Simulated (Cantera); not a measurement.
Cantera run:

```python
import numpy as np
import cantera as ct

gas_names = """
    CL CL2 H HCL H2 N NH NH2 NH3 N2 N2H2 N2H4 Si SiCL SiCL2 SiCL3 SiCL4 SiH SiHCL3 SiH2 SiH2CL2 SiH3
    SiH3CL SiH4 SiN Si2 Si2N Si3
""".split()
cond_names = """
    NH4CL(a) NH4CL(b) Si(cr) Si(L) Si3N4(a)
""".split()


# ... load() reads the species with a 1 bar reference pressure and builds the phases ...
atoms = {
    'Si3H8': {'Si': 3, 'H': 8},
    'HCl': {'H': 1, 'CL': 1},
    'N2': {'N': 2},
}
top_T = {'Si3N4(a)': 2400}  # K; cautious upper limits of use, not melting points


# ... equilibrate(T, P, feed) seeds the gas with the atoms and calls Mixture.equilibrate('TP', solver="vcs", rtol=1e-11, max_steps=5000) ...
results = []
feed = {'Si3H8': 1, 'HCl': 0.035, 'N2': 87}  # mol
T = 1273  # K
P = 140  # Pa
mix = equilibrate(T, P, feed)
results.append((T, P, feed, dict(zip(mix.species_names, mix.species_moles))))
x = sorted(zip(gas.X, gas.species_names), reverse=True)
print(f"T = {T:g} K  P = {P:g} Pa  gas = {mix.phase_moles(0):.4g} mol")
print("   x: " + "  ".join(f"{s} {v:.3e}" for v, s in x if v > 0.0001))
print("   condensed (mol): " + ("  ".join(f"{mix.phase(i).name} {mix.phase_moles(i):.4g}"
      for i in range(1, mix.n_phases) if mix.phase_moles(i) > 1e-12) or "none"))
```

Output:

```
T = 1273 K  P = 140 Pa  gas = 89.04 mol
   x: N2 9.547e-01  H2 4.492e-02  HCL 3.930e-04
   condensed (mol): Si3N4(a) 1
```

These are equilibrium values from Cantera (NASA tables, ideal gas, pure condensed phases), not measurements of a reactor. The feed counts by its element totals alone. N2 is the only nitrogen source here; it is nearly inert below about 1500 K, so the nitride shown seldom forms there in practice.
